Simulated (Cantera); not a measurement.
An isothermal, constant-pressure homogeneous reactor starts with 99.3 % N2O, 0.656 % H2O, at 1225 K and 750 Torr.

Cantera simulation using GRI-Mech 3.0 (53 species, 325 reactions); the numbers are that mechanism's predictions, not measurements. GRI-Mech 3.0 was tuned for natural gas; its chemistry of N2O as a main component is partial and can be far from experiment. The mechanism lacks the step 2 NO + O2 → 2 NO2, which can matter for NO2 below about 1400 K. The temperature is held fixed by assumption; the heat of reaction is taken as removed at once.

One state of this run: x N2O = 0.392; x H2O = 0.00524; x H2O2 = 4.94e-9; x HO2 = 4.78e-8; x NO = 0.0386. x: mole fraction; the columns are a selection and need not sum to one.

Problem. Which value of t (s) does it belong to?
A. 6.00e-6
B. 2.23e-5
C. 8.28e-5
D. 0.808

Solution. D, 0.808
